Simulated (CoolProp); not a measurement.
Vapour-liquid equilibrium of cyclohexane (1) + n-octane (2) at 0.889 MPa; x and y are mole fractions of (1).

Values from CoolProp's multi-fluid Helmholtz-energy mixture model, Zhou 2014 and Beckmüller 2019; pair parameters Bell 2016.

| x | bubble temperature (°C) | y at the bubble point | dew temperature at overall composition x (°C) | liquid density (mol/L) |
|---|---|---|---|---|
| 0.05 | 223.9 | 0.084 | 225.1 | 4.435 |
| 0.15 | 217.8 | 0.241 | 221.4 | 4.666 |
| 0.25 | 211.8 | 0.383 | 217.4 | 4.909 |
| 0.35 | 206.0 | 0.507 | 213.2 | 5.165 |
| 0.45 | 200.5 | 0.616 | 208.7 | 5.435 |
| 0.55 | 195.3 | 0.711 | 203.9 | 5.721 |
| 0.65 | 190.3 | 0.792 | 198.7 | 6.024 |
| 0.75 | 185.7 | 0.863 | 192.9 | 6.349 |
| 0.85 | 181.3 | 0.924 | 186.5 | 6.697 |
| 0.95 | 177.2 | 0.976 | 179.3 | 7.073 |

No azeotrope shows between x = 0.05 and 0.95.

The pair parameters rest on a limited set of measurements; away from them the model extrapolates.
